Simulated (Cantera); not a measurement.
Input: 1 mol SiH4, 0.49 mol NH3, 1.4 mol N2, held at 11.0 mbar.

These are equilibrium values from Cantera (NASA tables, ideal gas, pure condensed phases), not measurements of a reactor. Candidate condensed phases: Si, Si3N4; 18 gas species. The numbers say what is thermodynamically allowed, not how fast it happens.

At 1402 °C, list the 4 most abundant gas species with their mole fractions, and the condensed phases.

H2 0.736, N2 0.263, H 0.000950, Si 1.98e-5. Condensed: Si3N4(s).
